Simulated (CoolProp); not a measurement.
Vapour-liquid equilibrium of p-xylene (1) + n-decane (2) at 0.599 MPa; x and y are mole fractions of (1).

Computed with CoolProp (multi-fluid Helmholtz-energy mixture model, Zhou 2012 and Lemmon 2006; pair parameters Bell 2016).

```json
[
 {"x": "0.05", "bubble temperature (°C)": "257.3", "y at the bubble point": "0.081", "dew temperature at overall composition x (°C)": "258.4", "liquid density (mol/L)": "3.689"},
 {"x": "0.125", "bubble temperature (°C)": "253.6", "y at the bubble point": "0.195", "dew temperature at overall composition x (°C)": "255.9", "liquid density (mol/L)": "3.834"},
 {"x": "0.2", "bubble temperature (°C)": "249.9", "y at the bubble point": "0.299", "dew temperature at overall composition x (°C)": "253.4", "liquid density (mol/L)": "3.985"},
 {"x": "0.275", "bubble temperature (°C)": "246.5", "y at the bubble point": "0.394", "dew temperature at overall composition x (°C)": "250.8", "liquid density (mol/L)": "4.144"},
 {"x": "0.35", "bubble temperature (°C)": "243.2", "y at the bubble point": "0.481", "dew temperature at overall composition x (°C)": "248.1", "liquid density (mol/L)": "4.310"},
 {"x": "0.425", "bubble temperature (°C)": "240.0", "y at the bubble point": "0.561", "dew temperature at overall composition x (°C)": "245.3", "liquid density (mol/L)": "4.486"},
 {"x": "0.5", "bubble temperature (°C)": "237.0", "y at the bubble point": "0.635", "dew temperature at overall composition x (°C)": "242.5", "liquid density (mol/L)": "4.670"},
 {"x": "0.575", "bubble temperature (°C)": "234.2", "y at the bubble point": "0.702", "dew temperature at overall composition x (°C)": "239.5", "liquid density (mol/L)": "4.866"},
 {"x": "0.65", "bubble temperature (°C)": "231.4", "y at the bubble point": "0.764", "dew temperature at overall composition x (°C)": "236.4", "liquid density (mol/L)": "5.073"},
 {"x": "0.725", "bubble temperature (°C)": "228.8", "y at the bubble point": "0.822", "dew temperature at overall composition x (°C)": "233.2", "liquid density (mol/L)": "5.293"},
 {"x": "0.8", "bubble temperature (°C)": "226.3", "y at the bubble point": "0.875", "dew temperature at overall composition x (°C)": "229.8", "liquid density (mol/L)": "5.529"},
 {"x": "0.875", "bubble temperature (°C)": "223.8", "y at the bubble point": "0.925", "dew temperature at overall composition x (°C)": "226.3", "liquid density (mol/L)": "5.780"},
 {"x": "0.95", "bubble temperature (°C)": "221.5", "y at the bubble point": "0.971", "dew temperature at overall composition x (°C)": "222.6", "liquid density (mol/L)": "6.049"}
]
```

No azeotrope shows between x = 0.05 and 0.95.

Pair parameters are fitted to limited data, so mixtures are less certain than the pure fluids.
